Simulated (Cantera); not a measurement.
A Cantera script and what it prints.

```python
import numpy as np
import cantera as ct

gas_names = """
    CL CL2 H HCL H2 Si SiCL SiCL2 SiCL3 SiCL4 SiH SiHCL3 SiH2 SiH2CL2 SiH3 SiH3CL SiH4 Si2 Si3
""".split()
cond_names = """
    Si(cr) Si(L)
""".split()


# ... load() reads the species with a 1 bar reference pressure and builds the phases ...
atoms = {
    'Si': {'Si': 1},
    'Cl2': {'CL': 2},
    'H2': {'H': 2},
}
top_T = {}  # K; cautious upper limits of use, not melting points


# ... equilibrate(T, P, feed) seeds the gas with the atoms and calls Mixture.equilibrate('TP', solver="vcs", rtol=1e-11, max_steps=5000) ...
results = []
feed = {'Si': 1, 'Cl2': 0.86, 'H2': 12}  # mol
P = 64000  # Pa
for T in [973, 1073, 1173, 1273, 1373, 1473, 1573]:
    mix = equilibrate(T, P, feed)
    results.append((T, P, feed, dict(zip(mix.species_names, mix.species_moles))))
    x = sorted(zip(gas.X, gas.species_names), reverse=True)
    print(f"T = {T:g} K  P = {P:g} Pa  gas = {mix.phase_moles(0):.4g} mol")
    print("   x: " + "  ".join(f"{s} {v:.3e}" for v, s in x if v > 0.0001))
    print("   condensed (mol): " + ("  ".join(f"{mix.phase(i).name} {mix.phase_moles(i):.4g}"
          for i in range(1, mix.n_phases) if mix.phase_moles(i) > 1e-12) or "none"))
```

Result:

```
T = 973 K  P = 64000 Pa  gas = 12.4 mol
   x: H2 9.554e-01  SiCL4 2.039e-02  SiHCL3 1.559e-02  HCL 7.020e-03  SiH2CL2 1.246e-03  SiCL3 2.427e-04
   condensed (mol): Si(cr) 0.5342
T = 1073 K  P = 64000 Pa  gas = 12.43 mol
   x: H2 9.492e-01  SiCL4 1.871e-02  HCL 1.542e-02  SiHCL3 1.412e-02  SiH2CL2 1.243e-03  SiCL3 7.549e-04  SiCL2 4.873e-04
   condensed (mol): Si(cr) 0.5607
T = 1173 K  P = 64000 Pa  gas = 12.49 mol
   x: H2 9.391e-01  HCL 2.858e-02  SiCL4 1.548e-02  SiHCL3 1.186e-02  SiCL2 1.979e-03  SiCL3 1.763e-03  SiH2CL2 1.162e-03
   condensed (mol): Si(cr) 0.5968
T = 1273 K  P = 64000 Pa  gas = 12.58 mol
   x: H2 9.255e-01  HCL 4.536e-02  SiCL4 1.065e-02  SiHCL3 8.685e-03  SiCL2 5.749e-03  SiCL3 3.056e-03  SiH2CL2 9.802e-04
   condensed (mol): Si(cr) 0.6331
T = 1373 K  P = 64000 Pa  gas = 12.69 mol
   x: H2 9.114e-01  HCL 6.155e-02  SiCL2 1.196e-02  SiCL4 5.479e-03  SiHCL3 5.132e-03  SiCL3 3.764e-03  SiH2CL2 7.112e-04
   condensed (mol): Si(cr) 0.6564
T = 1473 K  P = 64000 Pa  gas = 12.78 mol
   x: H2 9.014e-01  HCL 7.220e-02  SiCL2 1.818e-02  SiCL3 3.288e-03  SiHCL3 2.387e-03  SiCL4 2.035e-03  SiH2CL2 4.389e-04
   condensed (mol): Si(cr) 0.6633
T = 1573 K  P = 64000 Pa  gas = 12.82 mol
   x: H2 8.967e-01  HCL 7.679e-02  SiCL2 2.227e-02  SiCL3 2.301e-03  SiHCL3 9.679e-04  SiCL4 6.253e-04  SiH2CL2 2.471e-04
   condensed (mol): Si(cr) 0.6611
```

Method: chemical equilibrium by Gibbs-energy minimisation in Cantera with the NASA 1993 tables (ideal gas, pure condensed phases). The tables' values for SiCl3 are old estimates; treat these amounts as uncertain.
